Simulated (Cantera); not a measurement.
Input (Python, Cantera) and output of one run.

```python
import numpy as np
import cantera as ct

gas_names = [...]  # 151 gases of nasa_gas.yaml made of C, H, N, O, Si
cond_names = """
    C(gr) C6H6(L) C7H8(L) C8H18(L),n-octa H2O(s) H2O(L) Si(cr) Si(L) SiC(b) SiO2(Lqz) SiO2(hqz) SiO2(L)
    Si2N2O(s) Si3N4(a)
""".split()


# ... load() reads the species with a 1 bar reference pressure and builds the phases ...
atoms = {
    'HMDSO': {'Si': 2, 'C': 6, 'H': 18, 'O': 1},
    'H2O': {'H': 2, 'O': 1},
    'N2': {'N': 2},
    'N2O': {'N': 2, 'O': 1},
}
top_T = {'C(gr)': 4500, 'SiC(b)': 3050, 'Si2N2O(s)': 2100, 'Si3N4(a)': 2400}  # K; cautious upper limits of use, not melting points


# ... equilibrate(T, P, feed) seeds the gas with the atoms and calls Mixture.equilibrate('TP', solver="vcs", rtol=1e-11, max_steps=5000) ...
results = []
feed = {'HMDSO': 1, 'H2O': 0.62, 'N2': 21, 'N2O': 29}  # mol
P = 1333.22  # Pa
for T in [800, 850, 900, 950, 1000, 1050, 1100, 1150]:
    mix = equilibrate(T, P, feed)
    results.append((T, P, feed, dict(zip(mix.species_names, mix.species_moles))))

top = {s: max(r[3][s] / sum(r[3][g] for g in gas_names) for r in results) for s in gas_names}
cols = sorted((s for s in top if top[s] > 1e-05), key=lambda s: -top[s])[:7]
seen = [c for c in cond_names if any(r[3].get(c, 0) > 1e-12 for r in results)]
print("log10 of partial pressures in bar; condensed amounts in mol")
print(f"{'T/K':>10s}" + "".join(f"{s[:9]:>10s}" for s in cols + seen))
for T, P, feed, n in results:
    ng = sum(n[g] for g in gas_names)
    print(f"{T:10.4g}" + "".join(f"{np.log10(max(n[s] / ng * P / 1e5, 1e-99)):10.3f}" for s in cols)
          + "".join(f"{n.get(c, 0):10.4g}" for c in seen))
```

Output:

```
log10 of partial pressures in bar; condensed amounts in mol
       T/K        N2       H2O       CO2        O2        NO SiO2(Lqz) SiO2(hqz)
       800    -2.009    -2.725    -2.930    -3.310    -7.967         2         0
       850    -2.009    -2.725    -2.930    -3.310    -7.617         0         2
       900    -2.009    -2.725    -2.930    -3.310    -7.305         0         2
       950    -2.009    -2.725    -2.930    -3.310    -7.025         0         2
      1000    -2.009    -2.725    -2.930    -3.311    -6.774         0         2
      1050    -2.009    -2.725    -2.930    -3.311    -6.547         0         2
      1100    -2.009    -2.725    -2.930    -3.311    -6.340         0         2
      1150    -2.009    -2.725    -2.930    -3.311    -6.151         0         2
```

Equilibrium computed with Cantera from the NASA thermochemical tables; the gas is ideal and each condensed phase is pure. The feed counts by its element totals alone. The tables hold silica as quartz up to 1696 K and as liquid above; real silica turns to tridymite and cristobalite and melts near 1996 K.
